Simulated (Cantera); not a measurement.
Input: 1 mol SiH₂Cl₂, 3.5 mol O₃, 26 mol N₂, at 0.940 bar.

Method: chemical equilibrium by Gibbs-energy minimisation in Cantera with the NASA 1993 tables (ideal gas, pure condensed phases). Candidate condensed phases: H₂O, NH₄Cl, Si, SiO₂, Si₂N₂O, Si₃N₄; 47 gas species. The tables hold silica as quartz up to 1696 K and as liquid above; real silica turns to tridymite and cristobalite and melts near 1996 K. Rates play no part.

Task: At 1427 °C, list the 5 most abundant gas species with their mole fractions, and the condensed phases.

Result: N₂ 0.804, O₂ 0.127, HCl 0.0484, Cl 0.00916, H₂O 0.00671. Condensed: SiO₂(condensed).
